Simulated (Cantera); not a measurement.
## Halide evaporation, hydrolysis and transport: CaCl2 + H2O + N2

Feed: 1 mol CaCl2, 0.42 mol H2O, 6.3 mol N2, held at 10.0 Torr.

Cantera equilibrium calculation (NASA polynomials, part measured and part estimated; ideal gas, pure solids and liquids). Candidate condensed phases: Ca, CaCl2, CaO, Ca(OH)2, H2O, NH4Cl; 36 gas species. Mutual solubility and eutectic melting of coexisting phases are not modelled. Condensed phases not in the tables: oxide chlorides. Rates play no part.

```
T (°C)   x N2   x CaCl2    x HCl   x H2O      x Cl      x H2  n CaCl2(l)  n CaO(s)
------  -----  --------  -------  ------  --------  --------  ----------  --------
777     0.934   9.64e-6  0.00827  0.0581   6.89e-7   5.91e-7       0.972    0.0279
877     0.928  0.000157   0.0195  0.0521   5.77e-6   3.71e-6       0.933    0.0663
977     0.918   0.00158   0.0375  0.0425   3.18e-5   1.78e-5       0.860     0.129
1077    0.899    0.0110   0.0596  0.0301  0.000126   6.63e-5       0.714     0.209
1177    0.847    0.0568   0.0777  0.0174  0.000374  0.000192       0.287     0.290
1277    0.816    0.0916   0.0751  0.0164  0.000805  0.000412           0     0.293
1377    0.815    0.0948   0.0677  0.0197   0.00150  0.000778           0     0.267
1477    0.815    0.0976   0.0610  0.0224   0.00257   0.00136           0     0.246
1577    0.814    0.0997   0.0548  0.0244   0.00410   0.00224           0     0.228
1677    0.813     0.101   0.0492  0.0256   0.00619   0.00349           0     0.214
1777    0.811     0.102   0.0438  0.0259   0.00888   0.00514           0     0.203
1877    0.807     0.102   0.0386  0.0251    0.0122   0.00715           0     0.195
```
x: gas mole fraction; n: condensed amount in mol.

From 777 °C to 1177 °C the condensed part is CaCl2(l) + CaO(s). From 1277 °C to 1877 °C the condensed part is CaO(s). The main Ca-bearing gas is CaCl2 throughout. The share of Ca in condensed phases is highest at 777 °C (100.0 %) and lowest at 1877 °C (19.5 %).
